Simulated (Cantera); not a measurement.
Feed: 1 mol NiS, 37 mol H2, 66 mol N2, equilibrated at 1723 K and 3.30 mbar.

Cantera equilibrium calculation (NASA polynomials, part measured and part estimated; ideal gas, pure solids and liquids). Candidate condensed phases: Ni, NiS, NiS2, Ni3S2, Ni3S4, S; 17 gas species. Equilibrium is a limit: real reactors are often held back by kinetics, nucleation or transport.

Base state: N2 0.637, H2 0.354, S2 0.00315, H 0.00189, H2S 0.00162, Ni 0.00121, SH 0.00117, S 0.000379 (mole fractions); condensed: Ni(s).

Q: What changes in the equilibrium state with this change: H2 from 37 to 5.2 mol?

A: 
| species | before | after |
|---|---|---|
| N2 | 0.637 | 0.919 |
| H2 | 0.354 | 0.0712 |
| S2 | 0.00315 | 0.00598 |
| Ni | 0.00121 | 0.00121 |
| H2S | 0.00162 | 0.000448 |
| H | 0.00189 | 0.000847 |
| SH | 0.00117 | 0.000722 |
| Ni(s), mol | 0.855 | 0.894 |

Q: What changes in the equilibrium state with this change: pressure from 3.30 mbar to 6.10 mbar?

A: 
```
species       before     after
----------  --------  --------
N2             0.637     0.637
H2             0.354     0.354
S2           0.00315   0.00299
Ni           0.00121  0.000654
H2S          0.00162   0.00214
S           0.000379  0.000271
NiS         0.000191  0.000137
H            0.00189   0.00139
SH           0.00117   0.00114
Ni(s), mol     0.855     0.918
```
